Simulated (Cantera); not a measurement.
Charge: 1 mol CH2F2, 0.3 mol Si, 0.18 mol F2, at 1698.15 K and 88.0 mbar.

Method: chemical equilibrium by Gibbs-energy minimisation in Cantera with the NASA 1993 tables (ideal gas, pure condensed phases). Candidate condensed phases: C, C6H6, C7H8, C8H18, Si, SiC; 113 gas species. The tables' values for SiF3 are old estimates; treat these amounts as uncertain. Rates play no part.

Base state: HF 0.618, H2 0.222, SiF4 0.158, SiF3 0.00135, H 0.000230, SiHF3 9.78e-5, C2H2 (acetylene) 1.60e-5 (mole fractions); condensed: C(graphite).

Task: What changes in the equilibrium state with this change: pressure from 88.0 mbar to 1.00 mbar?

Result: 
| species | before | after |
|---|---|---|
| HF | 0.618 | 0.625 |
| H2 | 0.222 | 0.215 |
| SiF4 | 0.158 | 0.147 |
| SiF3 | 0.00135 | 0.0114 |
| SiF2 | 4.79e-6 | 0.000370 |
| H | 0.000230 | 0.00212 |
| SiHF3 | 9.78e-5 | 8.67e-5 |
| C2H2 (acetylene) | 1.60e-5 | 1.55e-5 |
| C(graphite), mol | 1.000 | 1.000 |
The tables' values for SiF3, SiF2 are old estimates; treat these amounts as uncertain.

Task: What changes in the equilibrium state with this change: Si from 0.3 to 0.03 mol?

Result: 
```csv
species,before,after
HF,0.618,0.957
CF4,<1e-9,0.0285
SiF4,0.158,0.0144
H2,0.222,2.18e-7
CF2,<1e-9,0.000330
SiHF3,9.78e-5,<1e-9
CF3,<1e-9,3.32e-5
SiF3,0.00135,7.82e-8
"C(graphite), mol",1.000,0.940
```
Gases not in the tables: C2F6 and larger saturated fluorocarbons.
